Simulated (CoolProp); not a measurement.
Vapour-liquid equilibrium of carbon dioxide (1) + propylene (2) at 0.619 MPa; x and y are mole fractions of (1).

Values from CoolProp's multi-fluid Helmholtz-energy mixture model, Span 1996 and Lemmon 2013; pair parameters Bell 2016.

```json
[
 {"x": "0.05", "bubble temperature, mixture model (K)": "263.9", "bubble temperature, Raoult's law (K)": "267.6", "y, mixture model": "0.298", "y, Raoult's law": "0.243"},
 {"x": "0.15", "bubble temperature, mixture model (K)": "248.5", "bubble temperature, Raoult's law (K)": "256.5", "y, mixture model": "0.609", "y, Raoult's law": "0.529"},
 {"x": "0.25", "bubble temperature, mixture model (K)": "(withheld)", "bubble temperature, Raoult's law (K)": "248.5", "y, mixture model": "0.744", "y, Raoult's law": "0.687"},
 {"x": "0.35", "bubble temperature, mixture model (K)": "234.0", "bubble temperature, Raoult's law (K)": "242.3", "y, mixture model": "0.812", "y, Raoult's law": "0.785"},
 {"x": "0.45", "bubble temperature, mixture model (K)": "230.4", "bubble temperature, Raoult's law (K)": "237.4", "y, mixture model": "0.853", "y, Raoult's law": "0.850"},
 {"x": "0.55", "bubble temperature, mixture model (K)": "227.9", "bubble temperature, Raoult's law (K)": "233.3", "y, mixture model": "0.881", "y, Raoult's law": "0.897"},
 {"x": "0.65", "bubble temperature, mixture model (K)": "(withheld)", "bubble temperature, Raoult's law (K)": "229.8", "y, mixture model": "0.903", "y, Raoult's law": "0.931"},
 {"x": "0.75", "bubble temperature, mixture model (K)": "224.4", "bubble temperature, Raoult's law (K)": "226.8", "y, mixture model": "0.924", "y, Raoult's law": "0.957"},
 {"x": "0.85", "bubble temperature, mixture model (K)": "222.9", "bubble temperature, Raoult's law (K)": "224.2", "y, mixture model": "0.948", "y, Raoult's law": "0.977"},
 {"x": "0.95", "bubble temperature, mixture model (K)": "221.5", "bubble temperature, Raoult's law (K)": "221.9", "y, mixture model": "(withheld)", "y, Raoult's law": "0.993"}
]
```

Q: What belongs in the gaps?

A: 
- 0.25, bubble temperature, mixture model (K): 239.5
- 0.65, bubble temperature, mixture model (K): 226.0
- 0.95, y, mixture model: 0.979

The largest gap from Raoult's law is -9.0 K in bubble temperature, at x = 0.25. No azeotrope shows between x = 0.05 and 0.95.

Pair parameters are fitted to limited data, so mixtures are less certain than the pure fluids.
